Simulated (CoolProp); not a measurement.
Computed with CoolProp (reference Helmholtz-energy equation of state, Lemmon 2006). It is a short technical equation, of lower accuracy than the large ones.

Q: Give the vapour pressure (kPa), liquid viscosity (µPa s), vapour viscosity (µPa s) of saturated toluene at 146.65, 183.65 °C.

A: 
```
T (°C)  p (kPa)  liquid viscosity (µPa s)  vapour viscosity (µPa s)
------  -------  ------------------------  ------------------------
146.65      255                       194                      9.57
183.65      555                       153                      10.4
```

Viscosity comes from a separate model (Avgeri 2015).
